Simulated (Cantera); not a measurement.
Input: 1 mol SiO2, 1.8 mol Cl2, 0.57 mol H2, equilibrated at 998.15 K and 10.0 Torr.

These are equilibrium values from Cantera (NASA tables, ideal gas, pure condensed phases), not measurements of a reactor. Candidate condensed phases: H2O, Si, SiO2; 30 gas species. The numbers say what is thermodynamically allowed, not how fast it happens.

### Question
What is the equilibrium state?

### Answer
```
Property                             Result
--------------------------------  ---------
x(Cl2)                                0.517
x(HCl)                                0.480
x(Cl)                               0.00235
x(H2O)                              1.76e-5
x(SiCl4)                            9.83e-6
n(SiO2(β-quartz))                 1.000 mol
gas amount                        2.373 mol
log10 activity of Si(s) (absent)     -30.35
```
